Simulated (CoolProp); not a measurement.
Saturated liquid density (kg/m³) of carbon dioxide: the reference equation beside estimates from Tc = 304.1 K, pc = 73.77 bar, ω = 0.224. Rackett uses Z = 0.29056 − 0.08775 ω.

Values from CoolProp's reference Helmholtz-energy equation of state, Span 1996.

```csv
T (K),reference,Rackett,van der Waals,Redlich-Kwong,Soave-Redlich-Kwong,Peng-Robinson
225.1,1147,1153,706.2,1015,1054,1195
229.5,1131,1136,696.0,996.7,1036,1175
233.9,1113,1119,685.5,977.8,1018,1154
238.3,1096,1102,674.6,958.2,998.2,1133
242.7,1078,1084,663.3,937.9,978.0,1110
247.1,1059,1065,651.6,916.8,956.8,1086
251.5,1039,1046,639.4,894.8,934.5,1061
255.9,1019,1025,626.6,871.8,911.1,1034
260.3,997.4,1004,613.2,847.6,886.3,1006
264.7,974.8,982.0,599.1,822.3,860.1,975.5
```

Absolute difference from the reference over all 10 rows, mean and median: Rackett 0.6 and 0.6 %, van der Waals 38.5 and 38.5 %, Redlich-Kwong 13.4 and 13.2 %, Soave-Redlich-Kwong 9.6 and 9.5 %, Peng-Robinson 2.5 and 2.8 %.
